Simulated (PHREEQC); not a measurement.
Consider water at 64 °C with 0.029 mol MgCl2, 5.4e-05 mol CO2 and 0.044 mol KCl per kg of water. Closed to the air; pH follows from the charge balance.

Equilibrium calculation in PHREEQC: Pitzer model, pitzer.dat.

```csv
quantity,before,after
pH,5.28,5.12
HCO3- (mol/kgw),6.70e-6,9.69e-6
MgOH+ (mol/kgw),6.75e-8,4.70e-8
MgCO3 (mol/kgw),9.55e-10,9.63e-10
CO3-2 (mol/kgw),3.04e-10,3.06e-10
SI of Magnesite (MgCO3),-4.24,-4.24
SI of Bischofite (MgCl2:6H2O),-8.38,-8.38
```

Q: Name the change that produced these shifts.
A. KCl left out
B. KCl from 0.044 to 0.0396 mol/kgw
C. CO2 from 5.4e-05 to 5.94e-05 mol/kgw
D. temperature from 64 to 80 °C
E. CO2 from 5.4e-05 to 0.000108 mol/kgw

A: E, CO2 from 5.4e-05 to 0.000108 mol/kgw

Precipitation was switched off in this run. Constants without temperature data keep their 25 °C values here.
